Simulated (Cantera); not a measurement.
**Thermodynamics of carbothermic reduction, feed Fe2O3 + C + H2**

Input: 1 mol Fe2O3, 5.2 mol C, 6.3 mol H2, held at 1423 K.

Method: chemical equilibrium by Gibbs-energy minimisation in Cantera with the NASA 1993 tables (ideal gas, pure condensed phases). Candidate condensed phases: C, C6H6, C7H8, C8H18, Fe, Fe(CO)5, FeO, Fe(OH)2, Fe(OH)3, Fe2O3, Fe3O4, H2O; 114 gas species. Iron dissolves carbon and melts from about 1420 K in contact with it, which pure phases cannot show. Condensed phases not in the tables: cementite and carbon dissolved in iron. Rates play no part.

From 10.0 Pa to 1000000 Pa the condensed part is C(graphite) + Fe(γ).

```csv
P (Pa),log p H2,log p CO,log p CH4,log p H2O,log p CO2,log p H,log p Fe,log p C2H4,n C(graphite),n Fe(γ)
10,-4.17,-4.49,-10.76,-11.17,-11.85,-7.26,-7.57,-14.00,2.20,2.00
42,-3.55,-3.87,-9.51,-9.92,-10.60,-6.95,-7.57,-12.75,2.20,2.00
180,-2.91,-3.24,-8.25,-8.66,-9.34,-6.63,-7.57,-11.48,2.20,2.00
750,-2.29,-2.62,-7.01,-7.42,-8.10,-6.32,-7.57,-10.24,2.20,2.00
3200,-1.66,-1.99,-5.75,-6.16,-6.84,-6.01,-7.57,-8.98,2.20,2.00
13000,-1.06,-1.38,-4.53,-4.94,-5.62,-5.71,-7.57,-7.77,2.20,2.00
56000,-0.42,-0.74,-3.26,-3.68,-4.35,-5.39,-7.57,-6.50,2.20,2.00
240000,0.21,-0.11,-2.00,-2.41,-3.09,-5.07,-7.57,-5.24,2.18,2.00
1000000,0.82,0.51,-0.79,-1.19,-1.85,-4.77,-7.57,-4.02,2.12,2.00
```
log p: log10 of the partial pressure in bar; n: condensed amount in mol.
